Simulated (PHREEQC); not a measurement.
Consider water at 35 °C with 0.001 mol HF, 0.064 mol NH4F, 0.00021 mol (NH4)2SiF6 and 0.081 mol HCl per kg of water. It is in equilibrium with CO2 at log p = -1 (atm). Otherwise closed; pH follows from the charge balance.

Equilibrium calculation in PHREEQC: ion-association model, phreeqc.dat.

```tsv
quantity	before	after
pH	1.77	1.80
ionic strength (mol/kgw)	0.0849	0.0839
F- (mol/kgw)	0.00266	0.00179
HF2- (mol/kgw)	0.000663	0.000488
(CO2)2 (mol/kgw)	1.72e-7	1.25e-7
```

**Question.** Name the change that produced these shifts.
(A) temperature from 35 to 60 °C
(B) NH4F replaced by NaHF2 at the same molality
(C) (NH4)2SiF6 left out
(D) HCl from 0.081 to 0.0162 mol/kgw
(E) HCl left out

**Answer.** A, temperature from 35 to 60 °C

This is a speciation only: nothing precipitates in the calculation. Constants without temperature data keep their 25 °C values here. SiF6-2 is the database's only silicon fluoride.
